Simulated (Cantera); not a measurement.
Cantera run:

```python
import numpy as np
import cantera as ct

gas_names = [...]  # 151 gases of nasa_gas.yaml made of C, H, N, O, Si
cond_names = """
    C(gr) C6H6(L) C7H8(L) C8H18(L),n-octa H2O(s) H2O(L) Si(cr) Si(L) SiC(b) SiO2(Lqz) SiO2(hqz) SiO2(L)
    Si2N2O(s) Si3N4(a)
""".split()


# ... load() reads the species with a 1 bar reference pressure and builds the phases ...
atoms = {
    'SiC': {'Si': 1, 'C': 1},
    'N2O': {'N': 2, 'O': 1},
    'H2': {'H': 2},
    'CH4': {'C': 1, 'H': 4},
}
top_T = {'C(gr)': 4500, 'SiC(b)': 3050, 'Si2N2O(s)': 2100, 'Si3N4(a)': 2400}  # K; cautious upper limits of use, not melting points


# ... equilibrate(T, P, feed) seeds the gas with the atoms and calls Mixture.equilibrate('TP', solver="vcs", rtol=1e-11, max_steps=5000) ...
results = []
feed = {'SiC': 1, 'N2O': 0.56, 'H2': 8.1, 'CH4': 0.016}  # mol
P = 1.8  # Pa
for T in [1075, 1125, 1175, 1225, 1275, 1325, 1375, 1425]:
    mix = equilibrate(T, P, feed)
    results.append((T, P, feed, dict(zip(mix.species_names, mix.species_moles))))

top = {s: max(r[3][s] / sum(r[3][g] for g in gas_names) for r in results) for s in gas_names}
cols = sorted((s for s in top if top[s] > 0.0001), key=lambda s: -top[s])[:7]
seen = [c for c in cond_names if any(r[3].get(c, 0) > 1e-12 for r in results)]
print("log10 of partial pressures in bar; condensed amounts in mol")
print(f"{'T/K':>10s}" + "".join(f"{s[:9]:>10s}" for s in cols + seen))
for T, P, feed, n in results:
    ng = sum(n[g] for g in gas_names)
    print(f"{T:10.4g}" + "".join(f"{np.log10(max(n[s] / ng * P / 1e5, 1e-99)):10.3f}" for s in cols)
          + "".join(f"{n.get(c, 0):10.4g}" for c in seen))
```

Output:

```
log10 of partial pressures in bar; condensed amounts in mol
       T/K        H2        N2        CO       SiO         H     C(gr)    SiC(b) Si2N2O(s)
      1075    -4.751    -6.883    -6.883   -11.226   -10.209     0.956         0       0.5
      1125    -4.755    -6.696    -6.696   -10.320    -9.730    0.8571   0.06593     0.467
      1175    -4.783    -6.115    -6.115    -9.461    -9.303         0    0.6373    0.1812
      1225    -4.784    -6.114    -6.116    -8.498    -8.898         0    0.6378    0.1803
      1275    -4.784    -6.107    -6.121    -7.617    -8.525         0    0.6413    0.1734
      1325    -4.788    -6.068    -6.149    -6.834    -8.181         0    0.6617    0.1325
      1375    -4.801    -5.963    -6.252    -6.277    -7.866         0     0.728         0
      1425    -4.801    -5.963    -6.252    -6.277    -7.567         0    0.7279         0
```

Method: chemical equilibrium by Gibbs-energy minimisation in Cantera with the NASA 1993 tables (ideal gas, pure condensed phases). Mutual solubility and eutectic melting of coexisting phases are not modelled.
